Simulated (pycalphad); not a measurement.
CALPHAD calculation (pycalphad, COST 507 light-alloy database (1999)), 1 atm. No gas phase is included, though pure Ti would boil below 3577 °C. The data set is of 1999 and partly superseded. Diffusion is slow at the low end, where real alloys seldom reach equilibrium.

Molar enthalpy of Ti-50.92Hf-0.1428B (wt.%) in equilibrium (SER reference):

```json
[
 {"T (°C)": "3577", "H (kJ/mol)": "157.37", "phases": "liquid"},
 {"T (°C)": "3427", "H (kJ/mol)": "150.52", "phases": "liquid"},
 {"T (°C)": "3277", "H (kJ/mol)": "143.68", "phases": "liquid"},
 {"T (°C)": "3127", "H (kJ/mol)": "136.83", "phases": "liquid"},
 {"T (°C)": "2977", "H (kJ/mol)": "129.98", "phases": "liquid"},
 {"T (°C)": "2827", "H (kJ/mol)": "123.14", "phases": "liquid"},
 {"T (°C)": "2677", "H (kJ/mol)": "116.29", "phases": "liquid"},
 {"T (°C)": "2527", "H (kJ/mol)": "109.44", "phases": "liquid"},
 {"T (°C)": "2377", "H (kJ/mol)": "102.59", "phases": "liquid"},
 {"T (°C)": "2227", "H (kJ/mol)": "95.75", "phases": "liquid"},
 {"T (°C)": "2077", "H (kJ/mol)": "88.90", "phases": "liquid"},
 {"T (°C)": "1927", "H (kJ/mol)": "82.07", "phases": "liquid"},
 {"T (°C)": "1777", "H (kJ/mol)": "75.26", "phases": "liquid"},
 {"T (°C)": "1702", "H (kJ/mol)": "71.86", "phases": "liquid"},
 {"T (°C)": "1627", "H (kJ/mol)": "60.86", "phases": "bcc + liquid"},
 {"T (°C)": "1552", "H (kJ/mol)": "51.15", "phases": "bcc + BM"},
 {"T (°C)": "1477", "H (kJ/mol)": "48.55", "phases": "bcc + BM"},
 {"T (°C)": "1327", "H (kJ/mol)": "43.55", "phases": "bcc + BM"},
 {"T (°C)": "1177", "H (kJ/mol)": "38.79", "phases": "bcc + BM"},
 {"T (°C)": "1027", "H (kJ/mol)": "34.21", "phases": "bcc + BM"},
 {"T (°C)": "877", "H (kJ/mol)": "29.77", "phases": "bcc + BM"},
 {"T (°C)": "727", "H (kJ/mol)": "21.07", "phases": "hcp + BM"},
 {"T (°C)": "577", "H (kJ/mol)": "16.30", "phases": "hcp + BM"},
 {"T (°C)": "427", "H (kJ/mol)": "11.74", "phases": "hcp + BM"},
 {"T (°C)": "277", "H (kJ/mol)": "7.39", "phases": "hcp + BM"}
]
```

Cooling from 1702 °C to 1552 °C, across the freezing range, releases 20.7 kJ/mol, or 274 J/g. The slope is 45 J/(mol K) in the liquid and 35 J/(mol K) just below the solidus, where it includes any heat of precipitation. Liquidus 1646 °C, solidus 1554 °C. Changes were sought between steps of 75 K, so a narrower field can be missed.

Database names, with the compositions (at.%) that they take in these runs: BM: Ti 46-50 B 50 Hf 0-4.
